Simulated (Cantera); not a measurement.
Transport properties of process gases

Gas mixture: NO = 0.079 (molar parts), at 0.00760 atm, frozen composition.

Cantera's kinetic-theory transport with the Lennard-Jones parameters of GRI-Mech 3.0, ideal gas; thermal conductivity in the mixture-averaged form. The composition is frozen, though it would react at the higher temperatures.

```
T (K)  ρ (kg/m³)  cp (J/kg/K)  μ (µPa s)  λ (mW/m/K)     Pr  D (cm²/s) NO  D (cm²/s) O  D (cm²/s) OH
-----  ---------  -----------  ---------  ----------  -----  ------------  -----------  ------------
400      0.00695        998.6       23.1        32.4  0.712         0.000         69.4          68.0
650      0.00428         1054       32.3        48.2  0.706         0.000          158           155
900      0.00309         1114       40.1        63.0  0.708         0.000          272           267
1150     0.00242         1153       47.0        76.7  0.707         0.000          409           401
1400     0.00198         1181       53.4        89.4  0.706         0.000          567           556
1650     0.00168         1202       59.4         101  0.706         0.000          745           731
1900     0.00146         1219       65.1         112  0.706         0.000          941           923
2150     0.00129         1231       70.5         123  0.706         0.000         1160          1130
2400     0.00116         1240       75.7         133  0.705         0.000         1390          1360
```
D: mixture-averaged diffusion coefficient of that species in the mixture.
